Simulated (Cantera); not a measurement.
A perfectly stirred reactor is fed with CH₃OH : O₂ : N₂ : H₂O = 1 : 1.15 : 6.46 : 0.53 (molar parts), equivalence ratio 1.3, at 500000 Pa; it is adiabatic with a 625 K inlet, and is followed from long to short residence time, starting on the burning branch (τ in s: 0.26, 0.08, 0.025, 0.0076, 0.0023, 0.00072, 0.00022, 6.8e-05, 2.1e-05).

Computed with Cantera and GRI-Mech 3.0 (53 species, 325 reactions). GRI-Mech 3.0 was tuned for natural gas; its chemistry of methanol as a main component is partial and can be far from experiment.

Task: Predict: blow-out, bracketed by the residence times tried; x(CH₃OH) at τ = 0.260 s; x(O₂) at τ = 0.260 s; x(H₂O) at τ = 0.260 s; x(NO) at τ = 0.260 s; x(CH₃OH) at τ = 2.30 ms; x(O₂) at τ = 2.30 ms; x(H₂O) at τ = 2.30 ms; x(NO) at τ = 2.30 ms.

Result: 
| Item | Value |
|---|---|
| blow-out, bracketed by the residence times tried | burning at 68.0 µs, out at 21.0 µs |
| x(CH₃OH) at τ = 0.260 s | 8.47e-7 |
| x(O₂) at τ = 0.260 s | 3.06e-5 |
| x(H₂O) at τ = 0.260 s | 0.221 |
| x(NO) at τ = 0.260 s | 1.21e-5 |
| x(CH₃OH) at τ = 2.30 ms | 1.28e-5 |
| x(O₂) at τ = 2.30 ms | 0.000567 |
| x(H₂O) at τ = 2.30 ms | 0.219 |
| x(NO) at τ = 2.30 ms | 3.14e-5 |
